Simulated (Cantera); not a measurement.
A Cantera script and what it prints.

```python
import numpy as np
import cantera as ct

gas_names = """

""".split()
cond_names = """
    Ni3S4(s) NiS2(s) NiS2(L) NiS(b) NiS(a) NiS(L)
""".split()


# ... load() reads the species with a 1 bar reference pressure and builds the phases ...
species = {s.name: s for s in load("nasa_gas.yaml", gas_names) + load("nasa_condensed.yaml", cond_names)}
# Each term lists the table entries of one substance; the one whose range holds T is used.
reactions = {
    'Ni3S4 = NiS2 + 2 NiS':
        [(-1, ['Ni3S4(s)']), (1, ['NiS2(s)', 'NiS2(L)']), (2, ['NiS(b)', 'NiS(a)', 'NiS(L)'])],
}


def pick(names, T):
    return next(species[n] for n in names if species[n].thermo.min_temp <= T <= species[n].thermo.max_temp)


results = []
for label, terms in reactions.items():
    print(label)
    print("     T/K   dH/kJ  dS/(J/K)   dG/kJ   log10 K")
    for T in [300, 423, 448, 473, 498, 523, 548]:
        used = [(nu, pick(names, T)) for nu, names in terms]
        dH = sum(nu * s.thermo.h(T) for nu, s in used) / 1e6
        dS = sum(nu * s.thermo.s(T) for nu, s in used) / 1e3
        dG = dH - T * dS / 1e3
        logK = -dG * 1e6 / (ct.gas_constant * T * np.log(10))
        results.append((label, T, dH, dS, dG, logK, [s.name for _, s in used]))
        print(f"{T:8g} {dH:8.1f} {dS:8.1f} {dG:8.1f} {logK:8.2f}")
```

Result:

```
Ni3S4 = NiS2 + 2 NiS
     T/K   dH/kJ  dS/(J/K)   dG/kJ   log10 K
     300     -6.0     -8.5     -3.4     0.60
     423     -6.4     -9.6     -2.3     0.29
     448     -6.6    -10.1     -2.1     0.24
     473     -6.9    -10.6     -1.8     0.20
     498     -7.2    -11.3     -1.6     0.16
     523     -7.5    -11.9     -1.3     0.13
     548     -7.9    -12.7     -1.0     0.09
```

Standard-state values (1 bar) from the NASA 1993 polynomials, evaluated with Cantera. Condensed species are held in their standard states even where they would react or evaporate.
